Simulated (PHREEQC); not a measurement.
PHREEQC input (ion-association model, wateq4f.dat):

```
SOLUTION_MASTER_SPECIES
  An  An-  0  An  62.0  # stands for a non-complexing anion
SOLUTION_SPECIES
  An- = An-
    -log_k 0
    -gamma 3.0 0
  PO4-3 + 3H+ = H3PO4  # constants of phreeqc.dat
    -log_k 21.721
    -delta_h -10.1 kJ
PHASES
  Fix_H+
    H+ = H+
    -log_k 0
SOLUTION 1
  temp 25
  units mmol/kgw
  pH 7 charge
  P 0.00015
  Na 100
  Cl 0.00026
  Ca 0.00013
  An 100
END
SELECTED_OUTPUT 1
  -reset false
  -pH true
  -pe true
  -ionic_strength true
  -water true
  -totals Ca Cl Na P
  -molalities Hfo_wOH Hfo_wOH2+ Hfo_wO- Hfo_sOH Hfo_sOH2+ Hfo_sO- Hfo_wH2PO4 Hfo_wHPO4- Hfo_wPO4-2 Hfo_sOHCa+2
    Hfo_wOCa+
  -saturation_indices Portlandite Hydroxyapatite Halite
USER_PUNCH 1
  -headings sigma psi
  10 PUNCH EDL("sigma", "Hfo"), EDL("psi", "Hfo")
PRINT
  -reset false
USE solution 1
SURFACE 1
  Hfo_wOH 2.69663e-05 600 0.012
  Hfo_sOH 6.74157e-07
EQUILIBRIUM_PHASES 1
  Fix_H+ -3 HAn 10
    -force_equality true
  O2(g) -0.68 10
END
# ... the last block is repeated for the other 12 points of pH, with NaOH or the acid as the point needs
```

Selected output (columns that matter, 13 of 13 rows; pH added in front):

```
pH	mu	Ca	Na	P	m_Hfo_wOH	m_Hfo_wOH2+	m_Hfo_wO-	m_Hfo_sOH	m_Hfo_sOH2+	si_Portlandite	si_Hydroxyapatite	si_Halite	sigma	psi
3	0.10123	1.3e-07	0.1	5.154e-10	5.07e-07	2.631e-05	2.2382e-10	1.2746e-08	6.6141e-07	-24.099	-61.995	-9.3912	0.36081	0.15232
3.5	0.1004	1.3e-07	0.1	3.2354e-10	1.4449e-06	2.537e-05	1.8853e-09	3.6325e-08	6.3778e-07	-23.098	-59.002	-9.3905	0.34732	0.15058
4	0.10013	1.3e-07	0.1	2.0121e-10	3.5264e-06	2.3278e-05	1.2238e-08	8.8652e-08	5.852e-07	-22.097	-56.089	-9.3903	0.31794	0.14614
4.5	0.10005	1.3e-07	0.1	1.4929e-10	6.8945e-06	1.9867e-05	5.4812e-08	1.7333e-07	4.9945e-07	-21.097	-52.971	-9.3903	0.27015	0.13786
5	0.10002	1.3e-07	0.1	1.4411e-10	1.0826e-05	1.5821e-05	1.697e-07	2.7216e-07	3.9773e-07	-20.097	-49.526	-9.3903	0.21268	0.12572
5.5	0.10001	1.3e-07	0.1	1.7684e-10	1.4395e-05	1.2027e-05	3.9467e-07	3.6187e-07	3.0236e-07	-19.097	-45.796	-9.3903	0.1572	0.11051
6	0.10001	1.3e-07	0.1	2.7185e-10	1.7102e-05	8.9676e-06	7.4716e-07	4.2993e-07	2.2544e-07	-18.097	-41.85	-9.3903	0.11008	0.092897
6.5	0.1	1.2999e-07	0.1	5.5573e-10	1.8876e-05	6.7275e-06	1.2133e-06	4.7452e-07	1.6912e-07	-17.097	-37.724	-9.3903	0.072697	0.073238
7	0.1	1.2996e-07	0.1	1.6828e-09	1.9888e-05	5.1815e-06	1.7487e-06	4.9991e-07	1.3025e-07	-16.097	-33.443	-9.3902	0.043966	0.05171
7.5	0.1	1.2972e-07	0.1	7.4455e-09	2.039e-05	4.1246e-06	2.3091e-06	5.1226e-07	1.0362e-07	-15.098	-29.072	-9.3902	0.021761	0.028633
8	0.1	1.2821e-07	0.1	3.5597e-08	2.0601e-05	3.3437e-06	2.9075e-06	5.1593e-07	8.3742e-08	-14.103	-24.883	-9.3902	0.0034067	0.0047116
8.5	0.1	1.193e-07	0.10001	1.0021e-07	2.0604e-05	2.674e-06	3.6371e-06	5.0858e-07	6.6003e-08	-13.134	-21.63	-9.3902	-0.014126	-0.019119
9	0.10002	8.5183e-08	0.10002	1.3921e-07	2.0298e-05	2.0517e-06	4.6006e-06	4.7772e-07	4.8287e-08	-12.281	-19.915	-9.3902	-0.03409	-0.042276
```

Complexes and solids missing from the database can't appear. H3PO4, which wateq4f.dat lacks, is added to it with the constant of phreeqc.dat. The oxide is taken as insoluble; below pH 4 it would dissolve.
